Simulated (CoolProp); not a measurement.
Saturation properties of R1336mzz(Z).

The numbers come from the reference Helmholtz-energy equation of state, McLinden 2020 in CoolProp.

```json
[
 {"T (K)": "247.4", "p (MPa)": "0.006046", "liquid density (kg/m³)": "1490", "vapour Z": "0.9931"},
 {"T (K)": "261.6", "p (MPa)": "0.01372", "liquid density (kg/m³)": "1456", "vapour Z": "0.9874"},
 {"T (K)": "275.8", "p (MPa)": "0.02810", "liquid density (kg/m³)": "1421", "vapour Z": "0.9788"},
 {"T (K)": "290", "p (MPa)": "0.05288", "liquid density (kg/m³)": "1386", "vapour Z": "0.9668"},
 {"T (K)": "304.2", "p (MPa)": "0.09271", "liquid density (kg/m³)": "1349", "vapour Z": "0.9509"},
 {"T (K)": "318.4", "p (MPa)": "0.1532", "liquid density (kg/m³)": "1310", "vapour Z": "0.9307"},
 {"T (K)": "332.5", "p (MPa)": "0.2399", "liquid density (kg/m³)": "1270", "vapour Z": "0.9058"},
 {"T (K)": "346.7", "p (MPa)": "0.3613", "liquid density (kg/m³)": "1228", "vapour Z": "0.8755"},
 {"T (K)": "360.9", "p (MPa)": "0.5248", "liquid density (kg/m³)": "1182", "vapour Z": "0.8393"},
 {"T (K)": "375.1", "p (MPa)": "0.7391", "liquid density (kg/m³)": "1132", "vapour Z": "0.7963"}
]
```

It boils at 306.6 K under 1 atm.
